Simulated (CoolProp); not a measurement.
Vapour pressure (bar) of ethylene: the reference equation beside estimates from Tc = 9.2 °C, pc = 50.42 bar, ω = 0.087.

Model: reference Helmholtz-energy equation of state, Smukala 2000, in CoolProp.

```tsv
T (°C)	reference	van der Waals	Soave-Redlich-Kwong	Peng-Robinson
-145.65	0.03364	0.6796	0.03324	0.03715
-140.45	0.05869	0.9101	0.05789	0.06366
-135.15	0.09857	1.199	0.09713	0.1053
-129.85	0.1585	1.549	0.1562	0.1671
-124.65	0.2434	1.958	0.2399	0.2539
-119.35	0.3644	2.448	0.3594	0.3767
-114.05	0.5293	3.018	0.5225	0.5430
-108.85	0.7435	3.662	0.7351	0.7581
```

Absolute difference from the reference over all 8 rows, mean and median: van der Waals 937.9 and 790.9 %, Soave-Redlich-Kwong 1.3 and 1.4 %, Peng-Robinson 5.4 and 4.9 %.
